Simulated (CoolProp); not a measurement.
Carbonyl sulfide at several states: Z from the reference equation and from simpler models built on Tc = 378.8 K, pc = 6.369 MPa, ω = 0.098; each cubic takes its own stable root.

The numbers come from the reference Helmholtz-energy equation of state, Lemmon 2006 in CoolProp. It is a short technical equation, of lower accuracy than the large ones.

```csv
T (K),p (MPa),phase,reference
319.9,8.24,liquid,0.1947
472.1,0.0444,gas,0.9988
399,0.118,gas,0.9947
290.4,0.266,gas,0.9676
```

Problem. How far does each simpler model (van der Waals, Soave-Redlich-Kwong, Peng-Robinson) lie from the reference over these 4 states: mean and median of the absolute difference, and the worst?

Solution. 
- van der Waals: mean 12.6 %, median 0.5 %, worst +49.6 % at 319.9 K and 8.24 MPa
- Soave-Redlich-Kwong: mean 2.1 %, median 0.1 %, worst +8.1 % at 319.9 K and 8.24 MPa
- Peng-Robinson: mean 1.1 %, median 0.1 %, worst -4.2 % at 319.9 K and 8.24 MPa
